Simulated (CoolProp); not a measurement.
The numbers come from the reference Helmholtz-energy equation of state, Bücker 2006 in CoolProp.

Task: For isobutane, give the phase and the density (kg/m³), speed of sound (m/s) at 191.95 °C and 4370 kPa.

Result: 
- 191.95 °C and 4370 kPa: supercritical; density 95.3, speed of sound 197
